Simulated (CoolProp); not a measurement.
Acetone along the isotherm 276.85 °C: Z from the reference equation and from simpler models built on Tc = 235.0 °C, pc = 46.92 bar, ω = 0.307; each cubic takes its own stable root.

Computed with CoolProp (reference Helmholtz-energy equation of state, Lemmon 2006). It is a short technical equation, of lower accuracy than the large ones.

| p (bar) | phase | reference |
|---|---|---|
| 39.1 | gas | 0.7232 |
| 78.2 | supercritical | 0.3536 |
| 117 | supercritical | 0.3514 |
| 156 | supercritical | 0.4214 |
| 196 | supercritical | 0.4976 |
| 235 | supercritical | 0.5719 |
| 274 | supercritical | 0.6453 |
| 313 | supercritical | 0.7176 |
| 352 | supercritical | 0.7890 |
| 391 | supercritical | 0.8594 |
| 430 | supercritical | 0.9289 |
| 469 | supercritical | 0.9975 |

**Question.** How far does each simpler model (van der Waals, Redlich-Kwong, Peng-Robinson) lie from the reference over these 12 states: mean and median of the absolute difference, and the worst?

**Answer.** 
- van der Waals: mean 46.4 %, median 53.7 %, worst +56.1 % at 276.85 °C and 469 bar
- Redlich-Kwong: mean 21.2 %, median 22.6 %, worst +28.2 % at 276.85 °C and 117 bar
- Peng-Robinson: mean 14.3 %, median 13.4 %, worst +24.1 % at 276.85 °C and 117 bar
